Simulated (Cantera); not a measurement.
Gas mixture: 100 % N₂O, at 1280 Torr, frozen composition.

Cantera's kinetic-theory transport with the Lennard-Jones parameters of GRI-Mech 3.0, ideal gas; thermal conductivity in the multicomponent form.

D: mixture-averaged diffusion coefficient of that species in the mixture.

```json
[
 {"T (K)": "400", "ρ (kg/m³)": "2.25", "cp (J/kg/K)": "970.3", "μ (µPa s)": "19.5", "λ (mW/m/K)": "25.3", "Pr": "0.746", "D (cm²/s) OH": "0.245", "D (cm²/s) H": "?", "D (cm²/s) N₂": "0.157"},
 {"T (K)": "500", "ρ (kg/m³)": "1.80", "cp (J/kg/K)": "1043", "μ (µPa s)": "23.6", "λ (mW/m/K)": "33.0", "Pr": "0.745", "D (cm²/s) OH": "0.362", "D (cm²/s) H": "?", "D (cm²/s) N₂": "0.233"},
 {"T (K)": "600", "ρ (kg/m³)": "1.50", "cp (J/kg/K)": "1101", "μ (µPa s)": "27.3", "λ (mW/m/K)": "40.4", "Pr": "0.744", "D (cm²/s) OH": "0.496", "D (cm²/s) H": "?", "D (cm²/s) N₂": "0.320"},
 {"T (K)": "700", "ρ (kg/m³)": "1.29", "cp (J/kg/K)": "1150", "μ (µPa s)": "30.8", "λ (mW/m/K)": "47.7", "Pr": "0.743", "D (cm²/s) OH": "0.646", "D (cm²/s) H": "?", "D (cm²/s) N₂": "0.418"},
 {"T (K)": "800", "ρ (kg/m³)": "1.12", "cp (J/kg/K)": "1192", "μ (µPa s)": "34.0", "λ (mW/m/K)": "54.7", "Pr": "0.742", "D (cm²/s) OH": "0.810", "D (cm²/s) H": "?", "D (cm²/s) N₂": "0.525"},
 {"T (K)": "900", "ρ (kg/m³)": "1.000", "cp (J/kg/K)": "1227", "μ (µPa s)": "37.1", "λ (mW/m/K)": "61.4", "Pr": "0.741", "D (cm²/s) OH": "0.989", "D (cm²/s) H": "?", "D (cm²/s) N₂": "0.641"}
]
```

**Question.** Complete the blanks.

**Answer.** 
- 400, D (cm²/s) H: 0.990
- 500, D (cm²/s) H: 1.48
- 600, D (cm²/s) H: 2.04
- 700, D (cm²/s) H: 2.67
- 800, D (cm²/s) H: 3.37
- 900, D (cm²/s) H: 4.12
